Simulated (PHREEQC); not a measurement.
PHREEQC input (Pitzer model, pitzer.dat):

```
SOLUTION 1
  temp 25
  units mol/kgw
  pH 7 charge
  Cl 1.26
  Mg 0.63
END
SELECTED_OUTPUT 1
  -reset false
  -pH true
  -pe true
  -ionic_strength true
  -water true
  -totals C Cl Mg
  -molalities H+ Mg+2 Cl- CO3-2 OH- HCO3- CO2 MgOH+ MgCO3
  -saturation_indices Bischofite Brucite Nesquehonite MgCl2_4H2O
USER_PUNCH 1
  -headings p_CO2(g) phi_CO2(g) p_H2O(g) phi_H2O(g) density
  10 PUNCH PR_P("CO2(g)"), PR_PHI("CO2(g)"), PR_P("H2O(g)"), PR_PHI("H2O(g)"), RHO
PRINT
  -reset false
USE solution 1
REACTION_TEMPERATURE 1
  60
GAS_PHASE 1
  -fixed_pressure
  -pressure 2
  -temperature 60
  -volume 20
  CO2(g) 2
  H2O(g) 0
END
# ... the last block is repeated for the other 12 points of P (atm)
```

Selected output (columns that matter, 13 of 13 rows; P (atm) added in front):

```
P (atm)	pH	mu	C	Cl	Mg	m_H+	si_Bischofite	si_Brucite	si_MgCl2_4H2O	p_CO2(g)	phi_CO2(g)	p_H2O(g)	phi_H2O(g)	density
2	3.7303	1.8955	0.023916	1.2635	0.63176	0.0001907	-5.3147	-8.8904	-7.3964	1.8076	0.99226	0.19244	0.98436	1.0307
5	3.5213	1.8955	0.062589	1.2634	0.63171	0.00030866	-5.3108	-9.3036	-7.3875	4.8032	0.98056	0.19683	0.96352	1.0311
10	3.3718	1.8958	0.12486	1.2636	0.63179	0.00043562	-5.3043	-9.5946	-7.3726	9.7955	0.96132	0.20449	0.92929	1.0317
20	3.2298	1.8966	0.2414	1.264	0.632	0.00060451	-5.2918	-9.8637	-7.3435	19.779	0.92362	0.22128	0.86235	1.0329
30	3.1517	1.8976	0.34746	1.2646	0.63228	0.00072402	-5.28	-10.006	-7.3153	29.76	0.8869	0.24038	0.7973	1.034
40	3.0995	1.8987	0.44319	1.2652	0.63262	0.00081673	-5.269	-10.098	-7.2882	39.738	0.8511	0.26234	0.73394	1.035
50	3.0616	1.9	0.52879	1.2661	0.63304	0.00089153	-5.2587	-10.163	-7.2619	49.712	0.81618	0.28789	0.67204	1.036
75	3.0003	1.9051	0.69988	1.2694	0.6347	0.0010263	-5.2357	-10.263	-7.1997	74.624	0.73248	0.37554	0.52191	1.0382
100	2.9651	1.916	0.81326	1.2766	0.63831	0.0011104	-5.214	-10.316	-7.1397	99.471	0.6538	0.5291	0.37567	1.0402
150	2.9276	1.9576	0.92082	1.3043	0.65213	0.0011975	-5.1682	-10.366	-7.0189	148.91	0.52525	1.0882	0.18822	1.0438
200	2.9037	1.9859	0.97962	1.3231	0.66154	0.0012551	-5.1364	-10.399	-6.9133	198.34	0.44686	1.6554	0.12764	1.0468
300	2.8668	2.0186	1.0628	1.3448	0.67241	0.0013525	-5.0926	-10.454	-6.7223	297.25	0.36693	2.7485	0.081882	1.0519
400	2.8363	2.0379	1.1257	1.3577	0.67884	0.0014408	-5.0598	-10.501	-6.5426	396.19	0.3306	3.8073	0.062972	1.0566
```

Species that the database lacks are ignored. In brines, pH and single-ion activities rest on the MacInnes convention. Away from 25 °C the constants follow the database's enthalpies or fits; those with neither stay at their 25 °C values.
